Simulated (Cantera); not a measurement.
An isothermal, constant-pressure homogeneous reactor starts with CH₂O : O₂ : N₂ = 0.022 : 0.0047 : 1 (molar parts), equivalence ratio 4.7, at 1375 K and 1.01 bar.

Detailed kinetics in Cantera: GRI-Mech 3.0 (53 species, 325 reactions).

One state of this run: x CH₂O = 4.59e-10; x O₂ = 1.95e-7; x C₂H = <1e-12; x HO₂ = 7.53e-11; x CH₄ = 5.04e-11. x: mole fraction; the columns are a selection and need not sum to one.

Q: Which value of t (s) does it belong to?
A) 0.00383
B) 0.396
C) 0.0619
D) 0.00152

A: A, 0.00383
